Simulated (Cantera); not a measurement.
Input (Python, Cantera) and output of one run.

```python
import numpy as np
import cantera as ct

gas_names = """
    CL CL2 H HCL H2 Si SiCL SiCL2 SiCL3 SiCL4 SiH SiHCL3 SiH2 SiH2CL2 SiH3 SiH3CL SiH4 Si2 Si3
""".split()
cond_names = """
    Si(cr) Si(L)
""".split()


# ... load() reads the species with a 1 bar reference pressure and builds the phases ...
atoms = {
    'SiHCl3': {'Si': 1, 'H': 1, 'CL': 3},
    'HCl': {'H': 1, 'CL': 1},
    'H2': {'H': 2},
}
top_T = {}  # K; cautious upper limits of use, not melting points


# ... equilibrate(T, P, feed) seeds the gas with the atoms and calls Mixture.equilibrate('TP', solver="vcs", rtol=1e-11, max_steps=5000) ...
results = []
T = 1823.15  # K
P = 260  # Pa
for m in [170, 250, 330, 400, 480, 560, 640, 720, 800, 880, 950, 1000, 1100]:
    feed = {'SiHCl3': 1, 'HCl': 0.019, 'H2': m}  # mol
    mix = equilibrate(T, P, feed)
    results.append((T, P, feed, dict(zip(mix.species_names, mix.species_moles))))

top = {s: max(r[3][s] / sum(r[3][g] for g in gas_names) for r in results) for s in gas_names}
cols = sorted((s for s in top if top[s] > 0.001), key=lambda s: -top[s])[:9]
seen = [c for c in cond_names if any(r[3].get(c, 0) > 1e-12 for r in results)]
print("log10 of partial pressures in bar; condensed amounts in mol")
print(f"{'n(H2)':>10s}" + "".join(f"{s[:9]:>10s}" for s in cols + seen))
for T, P, feed, n in results:
    ng = sum(n[g] for g in gas_names)
    print(f"{feed['H2']:10.4g}" + "".join(f"{np.log10(max(n[s] / ng * P / 1e5, 1e-99)):10.3f}" for s in cols)
          + "".join(f"{n.get(c, 0):10.4g}" for c in seen))
```

Result:

```
log10 of partial pressures in bar; condensed amounts in mol
     n(H2)        H2       HCL         H        Si     Si(L)
       170    -2.597    -4.389    -4.661    -5.354    0.5285
       250    -2.595    -4.543    -4.660    -5.354    0.4156
       330    -2.593    -4.656    -4.659    -5.354    0.2864
       400    -2.593    -4.736    -4.659    -5.354    0.1671
       480    -2.592    -4.812    -4.659    -5.354   0.02685
       560    -2.592    -4.875    -4.659    -5.401         0
       640    -2.591    -4.930    -4.658    -5.453         0
       720    -2.591    -4.978    -4.658    -5.499         0
       800    -2.591    -5.023    -4.658    -5.542         0
       880    -2.591    -5.063    -4.658    -5.581         0
       950    -2.591    -5.095    -4.658    -5.612         0
      1000    -2.590    -5.117    -4.658    -5.633         0
      1100    -2.590    -5.157    -4.658    -5.673         0
```

Equilibrium computed with Cantera from the NASA thermochemical tables; the gas is ideal and each condensed phase is pure. The tables' values for SiCl are old estimates; treat these amounts as uncertain. Gases not in the tables: Si2H6 and higher silanes.
